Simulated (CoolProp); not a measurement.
500 sccm (0 °C, 1 atm) of nitrogen bubbles through liquid octamethyltrisiloxane (MDM) at 287.9 K and leaves saturated at a total pressure of 0.00525 MPa (ideal gas phase). Each further row changes one setting.

Computed with CoolProp (reference Helmholtz-energy equation of state, Thol 2017).

```
case                       vapour pressure (kPa)  mole fraction of vapour  delivery (mg/min)  delivery (sccm)  change of delivery for a bath 1 K warmer (%)
-------------------------  ---------------------  -----------------------  -----------------  ---------------  --------------------------------------------
as stated                                  0.248                      ___                ___              ___                                           7.8
bath temperature 292.9 K                     ___                      ___                378             35.9                                           7.6
total pressure 0.0105 MPa                  0.248                   0.0236                ___             12.1                                           7.6
```

Q: Fill in the missing entries.

A: 
- as stated, mole fraction of vapour: 0.0471
- as stated, delivery (mg/min): 261
- as stated, delivery (sccm): 24.7
- bath temperature 292.9 K, vapour pressure (kPa): 0.351
- bath temperature 292.9 K, mole fraction of vapour: 0.0669
- total pressure 0.0105 MPa, delivery (mg/min): 127
